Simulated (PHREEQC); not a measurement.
# Copper plating or etch bath: speciation

A solution holds 0.0012 mol Cu(NO3)2, 6.8e-05 mol HCl and 0.0036 mol CuCl2 per kg of water, at 50 °C. Closed to the air; pH follows from the charge balance.

Equilibrium calculation in PHREEQC: ion-association model, phreeqc.dat.

This is a speciation only: nothing precipitates in the calculation.

Question: What pH, specific conductance does the model give?

Answer: pH 4.19; specific conductance 1800 µS/cm.

Question: In which forms is Cl present?

Answer: Cl- 98 %, CuCl+ 2.3 % of the Cl.

Complexes and solids missing from the database can't appear. Constants without temperature data keep their 25 °C values here.
